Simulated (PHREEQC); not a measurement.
Make-up at 20 °C: 0.0016 mol HF, 0.0053 mol KF, 0.0054 mol (NH4)2SiF6 and 0.04 mol HCl per kg of water. Closed to the air; pH follows from the charge balance.

Equilibrium calculation in PHREEQC: ion-association model, phreeqc.dat.

| quantity | before | after |
|---|---|---|
| pH | 1.53 | 1.53 |
| ionic strength (mol/kgw) | 0.0563 | 0.0724 |
| HF (mol/kgw) | 0.00695 | 0.00710 |
| F- (mol/kgw) | 0.000216 | 0.000229 |
| H4SiO4 (mol/kgw) | 4.68e-5 | 7.31e-5 |
| SI of Quartz (SiO2) | -0.27 | -0.07 |

Task: What was changed between the two runs?
A) HCl from 0.04 to 0.4 mol/kgw
B) HF replaced by NaF at the same molality
C) KF from 0.0053 to 0.00583 mol/kgw
D) (NH4)2SiF6 from 0.0054 to 0.0108 mol/kgw
E) HCl left out

Result: D, (NH4)2SiF6 from 0.0054 to 0.0108 mol/kgw

This is a speciation only: nothing precipitates in the calculation. SiF6-2 is the database's only silicon fluoride.
